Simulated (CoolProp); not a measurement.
The fluid at 298.15 K and 0.793 MPa flows at 0.11 m/s in a round tube of 50 mm bore and 15 µm roughness, fully developed (64/Re and Nu = 3.66 if laminar; Colebrook and Gnielinski if turbulent). The same conditions are run with several fluids, on thermodynamics alone (safety and materials aside).

Model: reference Helmholtz-energy equation of state of each fluid (p-xylene: Zhou 2012; R123: Younglove 1994; o-xylene: Zhou 2012; n-hexane: Thol 2019), in CoolProp.

### Question
Rank p-xylene, R123, o-xylene, n-hexane by Reynolds number, highest first.

### Answer
R123 (19100), n-hexane (12000), p-xylene (7730), o-xylene (6330)

| fluid | Darcy friction factor | pressure drop (Pa/m) | heat-transfer coefficient (W/(m² K)) | mass flow (kg/h) |
|---|---|---|---|---|
| p-xylene | 0.0335 | 3.48 | 167 | 667 |
| R123 | 0.0268 | 4.75 | 202 | 1140 |
| o-xylene | 0.0353 | 3.75 | 153 | 682 |
| n-hexane | 0.0299 | 2.37 | 209 | 510 |

Transport values come from each fluid's own correlations.
